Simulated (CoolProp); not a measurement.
Properties of CH2F2 (R32) along the isotherm 435 K (Tc = 351.3 K, pc = 5.783 MPa, ω = 0.277).

Values from CoolProp's reference Helmholtz-energy equation of state, Tillner-Roth 1997.

```json
[
 {"p (MPa)": "0.0914", "phase": "gas", "density (kg/m³)": "1.318", "cp (kJ/(kg K))": "1.047", "expansivity (1/kK)": "2.324", "conductivity (mW/(m K))": "26.6", "Prandtl number": "0.756"},
 {"p (MPa)": "0.154", "phase": "gas", "density (kg/m³)": "2.226", "cp (kJ/(kg K))": "1.050", "expansivity (1/kK)": "2.341", "conductivity (mW/(m K))": "26.7", "Prandtl number": "0.755"},
 {"p (MPa)": "0.26", "phase": "gas", "density (kg/m³)": "3.770", "cp (kJ/(kg K))": "1.054", "expansivity (1/kK)": "2.370", "conductivity (mW/(m K))": "26.9", "Prandtl number": "0.754"},
 {"p (MPa)": "0.439", "phase": "gas", "density (kg/m³)": "6.401", "cp (kJ/(kg K))": "1.062", "expansivity (1/kK)": "2.420", "conductivity (mW/(m K))": "27.1", "Prandtl number": "0.753"},
 {"p (MPa)": "0.742", "phase": "gas", "density (kg/m³)": "10.92", "cp (kJ/(kg K))": "1.076", "expansivity (1/kK)": "2.507", "conductivity (mW/(m K))": "27.5", "Prandtl number": "0.751"},
 {"p (MPa)": "1.25", "phase": "gas", "density (kg/m³)": "18.70", "cp (kJ/(kg K))": "1.099", "expansivity (1/kK)": "2.660", "conductivity (mW/(m K))": "28.2", "Prandtl number": "0.750"},
 {"p (MPa)": "2.11", "phase": "gas", "density (kg/m³)": "32.49", "cp (kJ/(kg K))": "1.143", "expansivity (1/kK)": "2.941", "conductivity (mW/(m K))": "29.4", "Prandtl number": "0.751"},
 {"p (MPa)": "3.56", "phase": "gas", "density (kg/m³)": "57.67", "cp (kJ/(kg K))": "1.227", "expansivity (1/kK)": "3.487", "conductivity (mW/(m K))": "31.3", "Prandtl number": "0.765"},
 {"p (MPa)": "6.02", "phase": "supercritical", "density (kg/m³)": "107.2", "cp (kJ/(kg K))": "1.407", "expansivity (1/kK)": "4.676", "conductivity (mW/(m K))": "34.9", "Prandtl number": "0.819"},
 {"p (MPa)": "10.2", "phase": "supercritical", "density (kg/m³)": "216.7", "cp (kJ/(kg K))": "1.849", "expansivity (1/kK)": "7.525", "conductivity (mW/(m K))": "43.6", "Prandtl number": "0.993"},
 {"p (MPa)": "17.1", "phase": "supercritical", "density (kg/m³)": "439.7", "cp (kJ/(kg K))": "2.303", "expansivity (1/kK)": "8.984", "conductivity (mW/(m K))": "63.9", "Prandtl number": "1.31"},
 {"p (MPa)": "28.9", "phase": "supercritical", "density (kg/m³)": "657.3", "cp (kJ/(kg K))": "1.946", "expansivity (1/kK)": "4.809", "conductivity (mW/(m K))": "85.2", "Prandtl number": "1.35"}
]
```

Viscosity comes from a separate model (Bell 2016), an estimate that may be off by 10 % or more. Thermal conductivity comes from a separate model (Huber 2003), an estimate that may be off by 10 % or more.
